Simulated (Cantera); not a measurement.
What does this Cantera script print?

```python
import numpy as np
import cantera as ct

gas_names = """
    AL ALH ALN ALO ALOH ALO2 ALO2H AL2 AL2O AL2O2 H HALO HNO HNO2 HNO3 HO2 H2 H2O H2O2 N NH NH2 NH3
    NH2OH NO NO2 NO3 N2 N2H2 N2H4 N2O O OH O2 O3
""".split()
cond_names = """
    AL(cr) AL(L) ALN(s) AL2O3(a) AL2O3(L) H2O(s) H2O(L)
""".split()


# ... load() reads the species with a 1 bar reference pressure and builds the phases ...
atoms = {
    'Al': {'AL': 1},
    'H2O': {'H': 2, 'O': 1},
    'N2': {'N': 2},
}
top_T = {'ALN(s)': 2750}  # K; cautious upper limits of use, not melting points


# ... equilibrate(T, P, feed) seeds the gas with the atoms and calls Mixture.equilibrate('TP', solver="vcs", rtol=1e-11, max_steps=5000) ...
results = []
feed = {'Al': 1, 'H2O': 1.2, 'N2': 370}  # mol
T = 1248  # K
P = 64000  # Pa
mix = equilibrate(T, P, feed)
results.append((T, P, feed, dict(zip(mix.species_names, mix.species_moles))))
print(gas.report(threshold=0.0001))
for i in range(1, mix.n_phases):
    print(f"{mix.phase(i).name:16s} {mix.phase_moles(i):12.5e} mol")
```

It prints:

```
       temperature   1248 K
          pressure   64000 Pa
           density   0.17227 kg/m^3
  mean mol. weight   27.93 kg/kmol
   phase of matter   gas

                          1 kg             1 kmol
                     ---------------   ---------------
          enthalpy        1.0639e+06        2.9715e+07  J
   internal energy        6.9238e+05        1.9338e+07  J
           entropy            8565.5        2.3923e+05  J/K
    Gibbs function       -9.6259e+06       -2.6885e+08  J
 heat capacity c_p            1211.4             33834  J/K
 heat capacity c_v            913.68             25519  J/K

                      mass frac. Y      mole frac. X     chem. pot. / RT
                     ---------------   ---------------   ---------------
                H2         0.0002334         0.0032336           -24.264
                N2           0.99977           0.99677           -25.915
     [  +33 minor]        2.1863e-08        6.6222e-08

AL(L)             0.00000e+00 mol
ALN(s)            2.00004e-01 mol
AL2O3(a)          3.99998e-01 mol
```

Cantera equilibrium calculation (NASA polynomials, part measured and part estimated; ideal gas, pure solids and liquids). Mutual solubility and eutectic melting of coexisting phases are not modelled.
